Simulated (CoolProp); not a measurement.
The fluid at 814.1 K and 10.5 MPa is throttled through a valve to 6.01 MPa with no heat exchange. The same conditions are run with several fluids, on thermodynamics alone (safety and materials aside).

Computed with CoolProp (reference Helmholtz-energy equation of state of each fluid (carbon dioxide: Span 1996; oxygen: Schmidt 1985; normal hydrogen: Leachman 2009; nitrogen: Span 2000; dry air: Lemmon 2000)). Blends and air are pseudo-pure fits.

Rank carbon dioxide, oxygen, normal hydrogen, nitrogen, dry air by temperature change (K), highest first.

normal hydrogen (+2.6), nitrogen (+2.1), dry air (+1.7), oxygen (+0.6), carbon dioxide (-3.4)

```tsv
fluid	final phase	final density (kg/m³)
carbon dioxide	gas	39.0
oxygen	supercritical	27.9
normal hydrogen	supercritical	1.76
nitrogen	supercritical	24.2
dry air	supercritical	25.1
```

Above 300 K oxygen's equation is extrapolated.
